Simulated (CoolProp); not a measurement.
Vapour-liquid equilibrium of R1234yf (1) + R227EA (2) at 337 K; x and y are mole fractions of (1).

Values from CoolProp's multi-fluid Helmholtz-energy mixture model, Lemmon 2022 and Lemmon 2016; pair parameters Bell 2016.

Q: Give the bubble pressure and the first vapour's composition at x = 0.425, 0.8, 0.875. Is there an azeotrope?

A: x = 0.425: 1.497 MPa, y = 0.474; x = 0.8: 1.684 MPa, y = 0.829; x = 0.875: 1.723 MPa, y = 0.894. No azeotrope shows between x = 0.05 and 0.95.

Pair parameters are fitted to limited data, so mixtures are less certain than the pure fluids.
